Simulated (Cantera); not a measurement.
A Cantera script and what it prints.

```python
import numpy as np
import cantera as ct

gas_names = [...]  # 87 gases of nasa_gas.yaml made of C, H, Si
cond_names = """
    C(gr) C6H6(L) C7H8(L) C8H18(L),n-octa Si(cr) Si(L) SiC(b)
""".split()


# ... load() reads the species with a 1 bar reference pressure and builds the phases ...
atoms = {
    'SiH4': {'Si': 1, 'H': 4},
    'C2H2': {'C': 2, 'H': 2},
    'H2': {'H': 2},
}
top_T = {'C(gr)': 4500, 'SiC(b)': 3050}  # K; cautious upper limits of use, not melting points


# ... equilibrate(T, P, feed) seeds the gas with the atoms and calls Mixture.equilibrate('TP', solver="vcs", rtol=1e-11, max_steps=5000) ...
results = []
feed = {'SiH4': 1, 'C2H2': 0.15, 'H2': 11}  # mol
P = 820  # Pa
for T in [1050, 1150, 1250, 1350, 1450, 1550, 1650, 1750, 1850, 1950, 2050, 2150, 2250]:
    mix = equilibrate(T, P, feed)
    results.append((T, P, feed, dict(zip(mix.species_names, mix.species_moles))))

top = {s: max(r[3][s] / sum(r[3][g] for g in gas_names) for r in results) for s in gas_names}
cols = sorted((s for s in top if top[s] > 1e-06), key=lambda s: -top[s])[:8]
seen = [c for c in cond_names if any(r[3].get(c, 0) > 1e-12 for r in results)]
print("log10 of partial pressures in bar; condensed amounts in mol")
print(f"{'T/K':>10s}" + "".join(f"{s[:9]:>10s}" for s in cols + seen))
for T, P, feed, n in results:
    ng = sum(n[g] for g in gas_names)
    print(f"{T:10.4g}" + "".join(f"{np.log10(max(n[s] / ng * P / 1e5, 1e-99)):10.3f}" for s in cols)
          + "".join(f"{n.get(c, 0):10.4g}" for c in seen))
```

Output:

```
log10 of partial pressures in bar; condensed amounts in mol
       T/K        H2         H        Si      Si2C       SiH       Si2      SiH2      SiC2    Si(cr)     Si(L)    SiC(b)
      1050    -2.086    -9.134   -14.638   -19.698   -14.029   -19.544   -11.513   -26.271       0.7         0       0.3
      1150    -2.086    -8.170   -12.703   -17.106   -12.425   -17.023   -10.468   -22.998       0.7         0       0.3
      1250    -2.086    -7.359   -11.081   -14.934   -11.081   -14.909    -9.591   -20.253       0.7         0       0.3
      1350    -2.086    -6.666    -9.700   -13.091    -9.939   -13.112    -8.844   -17.920       0.7         0       0.3
      1450    -2.086    -6.067    -8.512   -11.506    -8.956   -11.566    -8.200   -15.912       0.7         0       0.3
      1550    -2.086    -5.545    -7.479   -10.131    -8.102   -10.222    -7.640   -14.167    0.6999         0       0.3
      1650    -2.087    -5.085    -6.572    -8.926    -7.354    -9.044    -7.149   -12.637    0.6994         0       0.3
      1750    -2.087    -4.677    -5.824    -7.916    -6.746    -8.110    -6.769   -11.231         0     0.697       0.3
      1850    -2.089    -4.313    -5.191    -7.052    -6.239    -7.346    -6.464    -9.947         0    0.6878    0.2998
      1950    -2.093    -3.987    -4.623    -6.280    -5.786    -6.661    -6.194    -8.797         0     0.656    0.2991
      2050    -2.102    -3.695    -4.112    -5.585    -5.381    -6.045    -5.955    -7.762         0    0.5566    0.2956
      2150    -2.120    -3.435    -3.649    -4.957    -5.020    -5.488    -5.750    -6.825         0    0.2687    0.2804
      2250    -2.144    -3.201    -3.449    -4.608    -4.917    -5.425    -5.792    -5.752         0         0    0.2469
```

Equilibrium computed with Cantera from the NASA thermochemical tables; the gas is ideal and each condensed phase is pure. Mutual solubility and eutectic melting of coexisting phases are not modelled. Gases not in the tables: Si2H6 and higher silanes.
